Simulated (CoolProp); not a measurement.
The numbers come from the reference Helmholtz-energy equation of state, Leachman 2009 in CoolProp.

Task: Give the vapour pressure (bar), enthalpy of vaporisation (kJ/kg), surface tension (mN/m), vapour viscosity (µPa s) of saturated normal hydrogen at 21.6 K.

Result: 
| T (K) | p (bar) | enthalpy of vaporisation (kJ/kg) | surface tension (mN/m) | vapour viscosity (µPa s) |
|---|---|---|---|---|
| 21.6 | 1.43 | 442 | 1.70 | 1.07 |

Viscosity comes from a separate model (Muzny 2013). Surface tension comes from a separate correlation (Mulero 2012).
